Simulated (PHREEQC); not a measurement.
Make-up at 25 °C: 1.1 mmol/kgw KOH, 18 mmol/kgw Al(NO3)3 and 10 mmol/kgw CO2. Closed to the air; pH follows from the charge balance.

Equilibrium calculation in PHREEQC: ion-association model, phreeqc.dat.

Each row changes one thing in this solution. This is a speciation only: nothing precipitates in the calculation.

```csv
case,pH,Al+3 (mol/kgw),AlOH+2 (mol/kgw),HCO3- (mol/kgw),Al(OH)2+ (mol/kgw),(CO2)2 (mol/kgw),SI of Al(OH)3(a) (Al(OH)3)
as made,4.12,0.0169,0.00101,7.61e-5,5.07e-5,1.85e-6,-0.97
CO2 from 0.01 to 0.009 mol/kgw,4.12,0.0169,0.00102,6.88e-5,5.13e-5,1.50e-6,-0.96
Al(NO3)3 from 0.018 to 0.0198 mol/kgw,4.09,0.0187,0.00103,…,4.72e-5,1.86e-6,-1.04
diluted 5-fold with water,4.12,0.00333,0.000256,1.34e-5,1.77e-5,7.28e-8,-1.38
temperature from 25 to 55 °C,3.45,0.0166,0.00128,1.92e-5,0.000118,4.31e-6,-1.26
temperature from 25 to 5 °C,4.65,0.0171,…,0.000174,2.19e-5,8.65e-7,-0.75
```

Problem. What belongs in the gaps?

Solution. 
- Al(NO3)3 from 0.018 to 0.0198 mol/kgw, HCO3- (mol/kgw): 7.17e-5
- temperature from 25 to 5 °C, AlOH+2 (mol/kgw): 0.000909

Some of these states are supersaturated (in Gibbsite (slow to form), for instance). At this temperature some constants are extrapolated from 25 °C, and those without enthalpy data are left unchanged.
